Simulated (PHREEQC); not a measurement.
0.2 mol of Fluorite (CaF2) is brought to equilibrium with 1 kg of water, at several temperatures. O2 is buffered at 0.21 atm. CO2 from the air is kept out. Solids allowed: Fluorite. Others were left out.

Model: ion-association model, phreeqc.dat, run in PHREEQC.

Predict pH, dissolved Ca (mol/kgw), dissolved F (mol/kgw) at T (°C) = 15.3, 52.7, 79.3.


| T (°C) | pH | dissolved Ca (mol/kgw) | dissolved F (mol/kgw) |
|---|---|---|---|
| 15.3 | 7.24 | 0.000177 | 0.000354 |
| 52.7 | 6.76 | 0.000238 | 0.000477 |
| 79.3 | 6.55 | 0.000266 | 0.000533 |

Constants without temperature data keep their 25 °C values here.
